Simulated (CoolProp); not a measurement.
Vapour-liquid equilibrium of hexamethyldisiloxane (MM) (1) + toluene (2) at 304.7 K; x and y are mole fractions of (1).

Values from CoolProp's multi-fluid Helmholtz-energy mixture model, Thol 2016 and Lemmon 2006; pair parameters Bell 2016.

```
x     bubble pressure, mixture model (MPa)  bubble pressure, Raoult's law (MPa)  y, mixture model  y, Raoult's law
----  ------------------------------------  -----------------------------------  ----------------  ---------------
0.05                                     …                             0.005405                 …            0.071
0.2                               0.006196                             0.005768             0.311            0.267
0.35                                     …                             0.006131                 …            0.440
0.5                               0.007126                             0.006494             0.599            0.593
0.65                              0.007422                             0.006857             0.711            0.730
0.8                                      …                             0.007220                 …            0.854
0.95                              0.007706                             0.007583             0.951            0.965
```

Q: Complete the blanks.

A: 
- 0.05, bubble pressure, mixture model (MPa): 0.005533
- 0.05, y, mixture model: 0.092
- 0.35, bubble pressure, mixture model (MPa): 0.006723
- 0.35, y, mixture model: 0.471
- 0.8, bubble pressure, mixture model (MPa): 0.007620
- 0.8, y, mixture model: 0.824

The largest gap from Raoult's law is +9.7 % in bubble pressure, at x = 0.5. No azeotrope shows between x = 0.05 and 0.95.

The pair parameters rest on a limited set of measurements; away from them the model extrapolates.
